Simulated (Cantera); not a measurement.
## Roasting and sulfation: MgO + SO3 + O2

Charge: 1 mol MgO, 0.065 mol SO3, 0.8 mol O2, held at 7.50 Torr.

Cantera equilibrium calculation (NASA polynomials, part measured and part estimated; ideal gas, pure solids and liquids). Candidate condensed phases: Mg, MgO, MgS, MgSO4, S; 14 gas species. Mutual solubility and eutectic melting of coexisting phases are not modelled. Equilibrium is a limit: real reactors are often held back by kinetics, nucleation or transport.

From 677 °C to 777 °C the condensed part is MgO(s) + MgSO4(s). From 877 °C to 1477 °C the condensed part is MgO(s).

```json
[
 {"T (°C)": "677", "x O2": "1.000", "x SO2": "0.000261", "x SO3": "8.76e-5", "x O": "3.18e-10", "x SO": "<1e-12", "x Mg": "<1e-12", "n MgO(s)": "0.935", "n MgSO4(s)": "0.0647"},
 {"T (°C)": "777", "x O2": "0.973", "x SO2": "0.0244", "x SO3": "0.00249", "x O": "6.60e-9", "x SO": "2.69e-12", "x Mg": "<1e-12", "n MgO(s)": "0.957", "n MgSO4(s)": "0.0426"},
 {"T (°C)": "877", "x O2": "0.927", "x SO2": "0.0699", "x SO3": "0.00264", "x O": "8.00e-8", "x SO": "1.60e-10", "x Mg": "<1e-12", "n MgO(s)": "1.00", "n MgSO4(s)": "0"},
 {"T (°C)": "977", "x O2": "0.928", "x SO2": "0.0713", "x SO3": "0.00120", "x O": "6.67e-7", "x SO": "2.05e-9", "x Mg": "<1e-12", "n MgO(s)": "1.00", "n MgSO4(s)": "0"},
 {"T (°C)": "1077", "x O2": "0.928", "x SO2": "0.0718", "x SO3": "0.000607", "x O": "4.06e-6", "x SO": "1.78e-8", "x Mg": "<1e-12", "n MgO(s)": "1.00", "n MgSO4(s)": "0"},
 {"T (°C)": "1177", "x O2": "0.928", "x SO2": "0.0721", "x SO3": "0.000338", "x O": "1.93e-5", "x SO": "1.14e-7", "x Mg": "<1e-12", "n MgO(s)": "1.00", "n MgSO4(s)": "0"},
 {"T (°C)": "1277", "x O2": "0.927", "x SO2": "0.0722", "x SO3": "0.000203", "x O": "7.54e-5", "x SO": "5.75e-7", "x Mg": "1.32e-11", "n MgO(s)": "1.00", "n MgSO4(s)": "0"},
 {"T (°C)": "1377", "x O2": "0.927", "x SO2": "0.0723", "x SO3": "0.000130", "x O": "0.000249", "x SO": "2.38e-6", "x Mg": "4.13e-10", "n MgO(s)": "1.00", "n MgSO4(s)": "0"},
 {"T (°C)": "1477", "x O2": "0.927", "x SO2": "0.0723", "x SO3": "8.76e-5", "x O": "0.000720", "x SO": "8.36e-6", "x Mg": "8.70e-9", "n MgO(s)": "1.00", "n MgSO4(s)": "0"}
]
```
x: gas mole fraction; n: condensed amount in mol.
